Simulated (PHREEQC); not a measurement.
Consider water at 25 °C with 0.0053 mol/kgw MgCl2 and 6.7e-05 mol/kgw Na2HPO4. Closed to the air; pH follows from the charge balance.

Equilibrium calculation in PHREEQC: ion-association model, wateq4f.dat.

Each row changes one thing in this solution. No solid was allowed to form.

```
case                                        pH  ionic strength (mol/kgw)  HPO4-2 (mol/kgw)  H2PO4- (mol/kgw)  NaHPO4- (mol/kgw)  PO4-3 (mol/kgw)
----------------------------------------  ----  ------------------------  ----------------  ----------------  -----------------  ---------------
as made                                   7.70                    0.0159           2.29e-5           5.15e-6            3.65e-9         9.47e-10
MgCl2 left out                               ?                  0.000198           6.38e-5           3.16e-6            1.56e-8          9.66e-9
temperature from 25 to 5 °C                  ?                    0.0160           2.87e-5           4.36e-6            4.64e-9          1.28e-9
Na2HPO4 from 6.7e-05 to 0.000101 mol/kgw     ?                    0.0160           3.47e-5           7.49e-6            8.33e-9          1.49e-9
diluted 2-fold with water                    ?                   0.00798           1.45e-5           2.99e-6            1.31e-9         6.13e-10
MgCl2 from 0.0053 to 0.00265 mol/kgw         ?                   0.00802           2.92e-5           5.47e-6            5.28e-9          1.36e-9
```

Q: Some entries are withheld; supply them.

A: 
- MgCl2 left out, pH: 8.49
- temperature from 25 to 5 °C, pH: 7.92
- Na2HPO4 from 6.7e-05 to 0.000101 mol/kgw, pH: 7.71
- diluted 2-fold with water, pH: 7.77
- MgCl2 from 0.0053 to 0.00265 mol/kgw, pH: 7.81

H3PO4, which wateq4f.dat lacks, is added to it with the constant of phreeqc.dat. At this temperature some constants are extrapolated from 25 °C, and those without enthalpy data are left unchanged.
